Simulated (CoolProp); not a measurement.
R245fa along the isobar 1.01 bar: density (kg/m³) from the reference equation and from simpler models built on Tc = 427.0 K, pc = 36.51 bar, ω = 0.378; each cubic takes its own stable root.

Values from CoolProp's reference Helmholtz-energy equation of state, Akasaka 2015.

```csv
T (K),phase,reference,van der Waals,Redlich-Kwong,Soave-Redlich-Kwong,Peng-Robinson
214.7,liquid,1545,7.908,1340,1387,1559
233.4,liquid,1501,7.221,1302,1355,1525
252.2,liquid,1456,6.645,1260,1319,1487
271,liquid,(withheld),6.157,6.221,1279,1445
289.8,gas,(withheld),5.737,5.783,5.814,(withheld)
308.6,gas,5.451,(withheld),(withheld),5.427,5.434
327.3,gas,5.104,5.054,5.078,5.092,5.099
346.1,gas,4.803,4.770,4.788,4.797,4.804
364.9,gas,4.538,4.517,4.530,4.536,4.542
383.7,gas,4.303,4.290,4.299,4.303,4.308
402.4,gas,4.094,4.086,4.093,4.094,4.099
421.2,gas,3.904,3.899,3.905,3.905,3.909
440,gas,3.732,3.729,3.733,3.733,3.736
```

Q: Fill in the missing entries.

A: 
- 271, reference: 1409
- 289.8, reference: 5.860
- 289.8, Peng-Robinson: 5.822
- 308.6, van der Waals: 5.372
- 308.6, Redlich-Kwong: 5.405

At some of these states van der Waals, Redlich-Kwong gives the other phase, because its saturation line lies elsewhere.
